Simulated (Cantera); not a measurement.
Cantera with NASA thermochemical tables; ideal gases at 1 bar, condensed phases pure. Values are per mole of reaction as written; species without (g) are pure solids or liquids, kept so even where they would boil at 1 bar. VO: taken at fixed stoichiometry.

H(g) + VO2(g) ⇌ OH(g) + VO

| T (K) | ΔH° (kJ) | ΔS° (J/K) | ΔG° (kJ) | log10 K |
|---|---|---|---|---|
| 2373 | -283.9 | -98.2 | -50.9 | 1.12 |
| 2398 | … | … | … | … |
| 2423 | -282.9 | -97.7 | -46.0 | 0.99 |
| 2448 | -282.4 | -97.5 | -43.6 | 0.93 |
| 2473 | … | … | … | … |

Problem. Complete the blanks.

Solution. 
- 2398, ΔH° (kJ): -283.4
- 2398, ΔS° (J/K): -98.0
- 2398, ΔG° (kJ): -48.5
- 2398, log10 K: 1.06
- 2473, ΔH° (kJ): -281.9
- 2473, ΔS° (J/K): -97.3
- 2473, ΔG° (kJ): -41.2
- 2473, log10 K: 0.87
